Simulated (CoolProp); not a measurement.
Propylene at 298.15 K and 1.79 MPa flows at 5.5 m/s in a round tube of 10 mm bore and 1.5 µm roughness, fully developed (64/Re and Nu = 3.66 if laminar; Colebrook and Gnielinski if turbulent). Each further row changes one setting.

Values from CoolProp's reference Helmholtz-energy equation of state, Lemmon 2013.

```json
[
 {"case": "as stated", "Reynolds number": "291000", "Darcy friction factor": "0.0159", "pressure drop (Pa/m)": "12200", "heat-transfer coefficient (W/(m² K))": "10400", "mass flow (kg/h)": "791"},
 {"case": "velocity 11 m/s", "Reynolds number": "581000", "Darcy friction factor": "0.0147", "pressure drop (Pa/m)": "45300", "heat-transfer coefficient (W/(m² K))": "19500", "mass flow (kg/h)": "1580"},
 {"case": "diameter 20 mm", "Reynolds number": "581000", "Darcy friction factor": "0.0139", "pressure drop (Pa/m)": "5340", "heat-transfer coefficient (W/(m² K))": "9250", "mass flow (kg/h)": "3160"}
]
```

Viscosity comes from a separate model (Huber 2003), an estimate that may be off by 10 % or more. Thermal conductivity comes from a separate model (Huber 2003), an estimate that may be off by 10 % or more.
